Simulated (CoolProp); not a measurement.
Vapour-liquid equilibrium of CHF3 (R23) (1) + R22 (2) at 0.38 MPa; x and y are mole fractions of (1).

The numbers come from the multi-fluid Helmholtz-energy mixture model, Penoncello 2003 and Kamei 1995; pair parameters Bell 2016 in CoolProp.

| x | bubble temperature, mixture model (K) | bubble temperature, Raoult's law (K) | y, mixture model | y, Raoult's law |
|---|---|---|---|---|
| 0.05 | 258.8 | 259.5 | 0.224 | 0.223 |
| 0.15 | 248.8 | 250.5 | 0.511 | 0.506 |
| 0.25 | 241.4 | 243.5 | 0.672 | 0.671 |
| 0.35 | 235.8 | 238.0 | 0.770 | 0.776 |
| 0.45 | 231.6 | 233.4 | 0.834 | 0.846 |
| 0.55 | 228.1 | 229.6 | 0.879 | 0.895 |
| 0.65 | 225.3 | 226.3 | 0.913 | 0.930 |
| 0.75 | 222.9 | 223.5 | 0.941 | 0.957 |
| 0.85 | 220.7 | 220.9 | 0.965 | 0.977 |
| 0.95 | 218.6 | 218.7 | 0.989 | 0.993 |

The largest gap from Raoult's law is -2.2 K in bubble temperature, at x = 0.35. No azeotrope shows between x = 0.05 and 0.95.

The pair parameters rest on a limited set of measurements; away from them the model extrapolates.
